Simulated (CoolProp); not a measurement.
Vapour-liquid equilibrium of CH2F2 (R32) (1) + R134a (2) at 0.0857 MPa; x and y are mole fractions of (1).

Computed with CoolProp (multi-fluid Helmholtz-energy mixture model, Tillner-Roth 1997 and Tillner-Roth 1994; pair parameters Lemmon 2004).

| x | bubble temperature, mixture model (°C) | bubble temperature, Raoult's law (°C) | y, mixture model | y, Raoult's law |
|---|---|---|---|---|
| 0.05 | -32.0 | -31.9 | 0.148 | 0.147 |
| 0.15 | -36.1 | -35.9 | 0.372 | 0.373 |
| 0.25 | -39.6 | -39.3 | 0.530 | 0.535 |
| 0.35 | -42.5 | -42.2 | 0.648 | 0.655 |
| 0.45 | -45.0 | -44.8 | 0.737 | 0.746 |
| 0.55 | -47.2 | -47.1 | 0.808 | 0.817 |
| 0.65 | -49.2 | -49.1 | 0.865 | 0.873 |
| 0.75 | -51.0 | -51.0 | 0.912 | 0.919 |
| 0.85 | -52.6 | -52.6 | 0.951 | 0.956 |
| 0.95 | -54.2 | -54.2 | 0.985 | 0.987 |

The largest gap from Raoult's law is -0.3 K in bubble temperature, at x = 0.25. No azeotrope shows between x = 0.05 and 0.95.

The pair parameters rest on a limited set of measurements; away from them the model extrapolates.
